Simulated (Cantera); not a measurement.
An adiabatic, constant-volume homogeneous reactor starts with 24.1 % H2, 16.0 % O2, 60.0 % N2, at 1225 K and 0.690 bar.

Cantera simulation using the H2/O2 subset of GRI-Mech 3.0, which has no nitrogen chemistry; the numbers are that mechanism's predictions, not measurements.

x: mole fraction; the columns are a selection and need not sum to one.

```json
[
 {"t (s)": "4.00e-6", "T (K)": "1225", "P (bar)": "0.690", "x H2": "0.241", "x O2": "0.160", "x H2O2": "3.01e-11", "x H": "1.68e-8", "x HO2": "1.25e-8"},
 {"t (s)": "1.02e-5", "T (K)": "1225", "P (bar)": "0.690", "x H2": "0.241", "x O2": "0.160", "x H2O2": "2.23e-10", "x H": "1.37e-7", "x HO2": "4.20e-8"},
 {"t (s)": "2.61e-5", "T (K)": "1225", "P (bar)": "0.690", "x H2": "0.241", "x O2": "0.160", "x H2O2": "[?]", "x H": "1.42e-5", "x HO2": "1.58e-6"},
 {"t (s)": "6.66e-5", "T (K)": "1974", "P (bar)": "1.07", "x H2": "0.0385", "x O2": "0.0545", "x H2O2": "[?]", "x H": "0.0589", "x HO2": "2.08e-5"},
 {"t (s)": "0.000170", "T (K)": "2788", "P (bar)": "1.43", "x H2": "0.0215", "x O2": "0.0435", "x H2O2": "[?]", "x H": "0.0112", "x HO2": "1.39e-5"},
 {"t (s)": "0.000434", "T (K)": "2812", "P (bar)": "1.44", "x H2": "0.0206", "x O2": "0.0432", "x H2O2": "7.13e-7", "x H": "0.0103", "x HO2": "1.47e-5"},
 {"t (s)": "0.00111", "T (K)": "2812", "P (bar)": "1.44", "x H2": "0.0206", "x O2": "0.0432", "x H2O2": "7.13e-7", "x H": "0.0103", "x HO2": "1.47e-5"},
 {"t (s)": "0.00283", "T (K)": "2812", "P (bar)": "1.44", "x H2": "0.0206", "x O2": "0.0432", "x H2O2": "7.13e-7", "x H": "0.0103", "x HO2": "1.47e-5"},
 {"t (s)": "0.00722", "T (K)": "2812", "P (bar)": "1.44", "x H2": "0.0206", "x O2": "0.0432", "x H2O2": "7.13e-7", "x H": "0.0103", "x HO2": "1.47e-5"},
 {"t (s)": "0.0184", "T (K)": "2812", "P (bar)": "1.44", "x H2": "0.0206", "x O2": "0.0432", "x H2O2": "7.13e-7", "x H": "0.0103", "x HO2": "1.47e-5"},
 {"t (s)": "0.0471", "T (K)": "2812", "P (bar)": "1.44", "x H2": "0.0206", "x O2": "0.0432", "x H2O2": "7.13e-7", "x H": "0.0103", "x HO2": "1.47e-5"},
 {"t (s)": "0.120", "T (K)": "2812", "P (bar)": "1.44", "x H2": "0.0206", "x O2": "0.0432", "x H2O2": "7.13e-7", "x H": "0.0103", "x HO2": "1.47e-5"},
 {"t (s)": "0.307", "T (K)": "2812", "P (bar)": "1.44", "x H2": "0.0206", "x O2": "0.0432", "x H2O2": "7.13e-7", "x H": "0.0103", "x HO2": "1.47e-5"},
 {"t (s)": "0.783", "T (K)": "2812", "P (bar)": "1.44", "x H2": "0.0206", "x O2": "0.0432", "x H2O2": "7.13e-7", "x H": "0.0103", "x HO2": "1.47e-5"},
 {"t (s)": "2.00", "T (K)": "2812", "P (bar)": "1.44", "x H2": "0.0206", "x O2": "0.0432", "x H2O2": "7.13e-7", "x H": "0.0103", "x HO2": "1.47e-5"}
]
```

Task: Fill in the missing entries.

Result: 
- 2.61e-5, x H2O2: 7.59e-9
- 6.66e-5, x H2O2: 7.67e-7
- 0.000170, x H2O2: 6.42e-7
